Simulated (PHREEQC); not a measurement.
0.064 g of hydrous ferric oxide (600 m²/g; 0.2 weak and 0.005 strong sites per Fe, Dzombak-Morel constants, diffuse double layer) in 1 kg of water with 0.3 mol/kgw of an inert sodium salt and 7.6e-06 mol MgCl2, 4.2e-07 mol CuCl2 and 6.7e-05 mol NaF, at 25 °C; the pH is set by adding NaOH or the inert anion's acid. Oxygen alone is held at its pressure in air (log pO2 = -0.68). No CO2 enters from the air. Precipitation was switched off in this run.

Base run: PHREEQC, ion-association model, wateq4f.dat. Each further column changes one thing. The table gives F sorbed (%).

```tsv
pH	base	no electrostatic term (-no_edl)	background salt from 0.3 to 0.03 mol/kgw	oxide from 0.064 to 0.32 g/kgw	9.1e-05 mol/kgw NiCl2 added
3	12.2	0.1	44.8	42.4	12.2
3.75	16.9	0.2	51.3	52.7	16.9
4.12	17.1	0.2	49.0	53.2	17.1
4.88	14.3	0.2	37.0	47.3	14.3
5.25	11.8	0.2	29.5	41.2	11.8
6	6.3	0.2	14.9	25.6	6.4
6.75	2.6	0.3	5.3	11.7	2.8
7.12	1.5	0.3	2.8	7.1	1.8
7.88	0.4	0.3	0.6	2.2	0.8
8.25	0.2	0.3	0.3	1.2	0.5
9	0.1	0.2	0.1	0.3	0.1
```

The database's constant for dissolved Cu(OH)2 is higher than later reviews accept. The oxide is taken as insoluble; below pH 4 it would dissolve. In at least one series the solution becomes supersaturated in solids that the run did not let form, among them Ni(OH)2.
